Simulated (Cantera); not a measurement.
A counterflow diffusion flame at 71000 Pa, nozzles 20 mm apart: fuel side 100 % CH₄ at 300 K, oxidiser side 19.0 % O₂, 81.0 % N₂ at 498 K, fuel mass flux 0.78 times the oxidiser's; mixture-averaged transport, no radiation.

Model: GRI-Mech 3.0 (53 species, 325 reactions), integrated in Cantera. GRI-Mech 3.0 has no aromatics or soot, which form on the fuel side of real flames. The maximum strain rate includes the flame's own expansion and is several times the mean.

x: mole fraction; the columns are a selection and need not sum to one.

```tsv
oxidiser flux (kg/m²/s)	max strain (1/s)	mean strain (1/s)	T max (K)	peak x OH	peak x H	peak x NO	peak x CO	peak x C₂H₂
0.18	161	33.6	2003	0.00645	0.00419	0.000190	0.0456	0.00985
0.25	214	46.7	1986	0.00631	0.00432	0.000167	0.0453	0.00910
0.35	291	65.4	1972	0.00620	0.00447	0.000144	0.0454	0.00850
0.49	398	91.5	1955	0.00602	0.00458	0.000119	0.0457	0.00781
0.68	___	127	1932	0.00572	0.00458	___	0.0460	___
0.96	___	179	1901	___	0.00443	___	0.0466	___
1.3	992	243	1859	0.00458	0.00403	3.69e-5	0.0472	0.00425
```

Problem. Fill in the missing entries.

Solution. 
- 0.68, max strain (1/s): 541
- 0.68, peak x NO: 9.22e-5
- 0.68, peak x C₂H₂: 0.00691
- 0.96, max strain (1/s): 748
- 0.96, peak x OH: 0.00524
- 0.96, peak x NO: 6.28e-5
- 0.96, peak x C₂H₂: 0.00568
